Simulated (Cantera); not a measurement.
Silicon epitaxy and polysilicon growth: SiH4 + HCl + H2

Feed: 1 mol SiH4, 0.79 mol HCl, a varied amount of H2, equilibrated at 700 °C and 19.0 mbar.

These are equilibrium values from Cantera (NASA tables, ideal gas, pure condensed phases), not measurements of a reactor. Candidate condensed phases: Si; 19 gas species. The tables' values for SiCl3 are old estimates; treat these amounts as uncertain. Rates play no part.

```
n(H2) (mol)   x H2    x HCl   x SiCl4  x SiHCl3   x SiCl3   x SiCl2  x SiH2Cl2  x SiH3Cl  n Si(s)
-----------  -----  -------  --------  --------  --------  --------  ---------  --------  -------
5.8          0.963   0.0157    0.0150   0.00516  0.000466  0.000414   0.000186   1.68e-6    0.821
8.5          0.970   0.0145    0.0106   0.00400  0.000359  0.000348   0.000157   1.56e-6    0.828
13           0.977   0.0130   0.00682   0.00288  0.000258  0.000279   0.000127   1.41e-6    0.838
19           0.981   0.0117   0.00436   0.00206  0.000184  0.000223   0.000102   1.27e-6    0.850
28           0.985   0.0103   0.00260   0.00140  0.000125  0.000172    7.91e-5   1.12e-6    0.866
41           0.988  0.00891   0.00146  0.000910   8.10e-5  0.000129    5.94e-5   9.78e-7    0.885
61           0.991  0.00748  0.000723  0.000539   4.79e-5   9.09e-5    4.19e-5   8.24e-7    0.908
```
x: gas mole fraction; n: condensed amount in mol.

From 5.8 mol H2 to 61 mol H2 the condensed part is Si(s). The main Si-bearing gas is SiCl4 throughout. The share of Si in condensed phases is highest at 61 mol H2 (90.8 %) and lowest at 5.8 mol H2 (82.1 %).
